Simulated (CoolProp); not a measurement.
Fluorine at several states: density (kg/m³) from the reference equation and from simpler models built on Tc = -128.7 °C, pc = 5240 kPa, ω = 0.045; each cubic takes its own stable root.

Values from CoolProp's reference Helmholtz-energy equation of state, de Reuck 1990.

```
T (°C)   p (kPa)          phase  reference  van der Waals  Soave-Redlich-Kwong  Peng-Robinson
-------  -------  -------------  ---------  -------------  -------------------  -------------
15.05        364            gas      5.782          5.789                5.780          5.787
-85.25      2110            gas      54.55          54.83                54.60          55.26
-79.15     20000  supercritical      671.0          647.7                640.1          687.7
-15.95       387            gas      6.899          6.908                6.897          6.907
-204.95      404         liquid       1614           1104                 1624           1827
18.85        513            gas      8.048          8.061                8.043          8.056
```
